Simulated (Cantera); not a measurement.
**NO annealing gas**

An isothermal, constant-pressure homogeneous reactor starts with 62.5 % NO, 37.5 % N2, at 1525 K and 2670 Pa.

Cantera simulation using GRI-Mech 3.0 (53 species, 325 reactions); the numbers are that mechanism's predictions, not measurements. Radical loss at walls, strong at low pressure, is not modelled.

```json
[
 {"t (s)": "1.00e-6", "x NO": "0.625", "x O": "1.31e-10", "x NO2": "<1e-12", "x O2": "<1e-12", "x N2": "0.375", "x N2O": "1.31e-10"},
 {"t (s)": "6.76e-6", "x NO": "0.625", "x O": "8.89e-10", "x NO2": "<1e-12", "x O2": "<1e-12", "x N2": "0.375", "x N2O": "8.89e-10"},
 {"t (s)": "4.57e-5", "x NO": "0.625", "x O": "6.00e-9", "x NO2": "1.31e-11", "x O2": "<1e-12", "x N2": "0.375", "x N2O": "6.01e-9"},
 {"t (s)": "0.000309", "x NO": "0.625", "x O": "4.01e-8", "x NO2": "5.92e-10", "x O2": "7.81e-12", "x N2": "0.375", "x N2O": "4.06e-8"},
 {"t (s)": "0.00209", "x NO": "0.625", "x O": "2.49e-7", "x NO2": "2.57e-8", "x O2": "3.43e-10", "x N2": "0.375", "x N2O": "2.75e-7"},
 {"t (s)": "0.0141", "x NO": "0.625", "x O": "1.04e-6", "x NO2": "8.28e-7", "x O2": "1.45e-8", "x N2": "0.375", "x N2O": "1.85e-6"},
 {"t (s)": "0.0956", "x NO": "0.625", "x O": "1.65e-6", "x NO2": "1.03e-5", "x O2": "7.89e-7", "x N2": "0.375", "x N2O": "1.20e-5"},
 {"t (s)": "0.647", "x NO": "0.625", "x O": "2.41e-6", "x NO2": "4.07e-5", "x O2": "3.40e-5", "x N2": "0.375", "x N2O": "6.17e-5"},
 {"t (s)": "4.37", "x NO": "0.624", "x O": "3.02e-6", "x NO2": "5.32e-5", "x O2": "0.000496", "x N2": "0.375", "x N2O": "0.000123"},
 {"t (s)": "29.6", "x NO": "0.617", "x O": "3.74e-6", "x NO2": "7.58e-5", "x O2": "0.00383", "x N2": "0.379", "x N2O": "0.000121"},
 {"t (s)": "200", "x NO": "0.575", "x O": "6.49e-6", "x NO2": "0.000154", "x O2": "0.0249", "x N2": "0.400", "x N2O": "0.000102"}
]
```
x: mole fraction; the columns are a selection and need not sum to one.

Equilibrium at this temperature and pressure: NO 0.00158, O 1.95e-5, NO2 1.55e-6, O2 0.312, N2 0.687, N2O 1.46e-8 (gas phase only).
